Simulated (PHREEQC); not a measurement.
## Metal-bearing waste water (model solution)

A solution holds 32 mmol/kgw ZnSO4, 22 mmol/kgw CuCl2 and 0.079 mmol/kgw H2SO4, at 20 °C. Closed to the air; pH follows from the charge balance.

Equilibrium calculation in PHREEQC: ion-association model, phreeqc.dat.

This is a speciation only: nothing precipitates in the calculation.

### Question
What pH, ionic strength, density does the model give?

### Answer
pH 4.06; ionic strength 0.129 mol/kgw; density 1.006 g/cm³.

### Question
In which forms is Cu present?

### Answer
Cu+2 71 %, CuSO4 27 %, CuCl+ 2.4 % of the Cu.

Complexes and solids missing from the database can't appear.
